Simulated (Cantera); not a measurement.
A perfectly stirred reactor is fed with CH3OH : O2 : N2 = 0.0026 : 0.018 : 1 (molar parts), at 1000000 Pa; it is held at 1025 K, and followed from long to short residence time.

Computed with Cantera and GRI-Mech 3.0 (53 species, 325 reactions). GRI-Mech 3.0 was tuned for natural gas; its chemistry of methanol as a main component is partial and can be far from experiment.

One state of this run: x CH3OH = 0.000390; x O2 = 0.0153; x CH2O = 0.000124; x C2H4 = <1e-12; x CH3 = 8.31e-12; x NO = <1e-12. x: mole fraction; the columns are a selection and need not sum to one.

Question: Which value of τ (s) does it belong to?
A) 0.78
B) 0.071
C) 0.021
D) 8.6

Answer: B, 0.071
